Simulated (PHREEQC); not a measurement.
Make-up at 25 °C: 0.1 mol HNO3 and 0.00013 mol ZnSO4 per kg of water. Closed to the air; pH follows from the charge balance.

The numbers come from PHREEQC with the ion-association model, phreeqc.dat.

```yaml
pH: 1.08
ionic_strength: 0.100 mol/kgw
specific_conductance: 35100 µS/cm
density: 1.000 g/cm³
total_alkalinity: -100 meq/kg
```

| species | molality | activity | log γ |
|---|---|---|---|
| NO3- | 0.100 | 0.0753 | -0.123 |
| H+ | 0.0999 | 0.0824 | -0.083 |
| Zn+2 | 0.000130 | 4.88e-5 | -0.425 |
| HSO4- | 0.000103 | 8.04e-5 | -0.107 |
| SO4-2 | 2.69e-5 | 1.00e-5 | -0.429 |
| ZnSO4 | 1.12e-7 | 1.15e-7 | 0.010 |

This is a speciation only: nothing precipitates in the calculation. Complexes and solids missing from the database can't appear.
